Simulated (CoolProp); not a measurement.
Vapour-liquid equilibrium of R134a (1) + R236FA (2) at -50.65 °C; x and y are mole fractions of (1).

The numbers come from the multi-fluid Helmholtz-energy mixture model, Tillner-Roth 1994 and Pan 2012; pair parameters Bell 2016 in CoolProp.

Question: Give the bubble pressure and the first vapour's composition at x = 0.35, 0.725, 0.8. Is there an azeotrope?

Answer: x = 0.35: 0.1466 bar, y = 0.669; x = 0.725: 0.2250 bar, y = 0.908; x = 0.8: 0.2409 bar, y = 0.938. No azeotrope shows between x = 0.05 and 0.95.

The pair parameters rest on a limited set of measurements; away from them the model extrapolates.
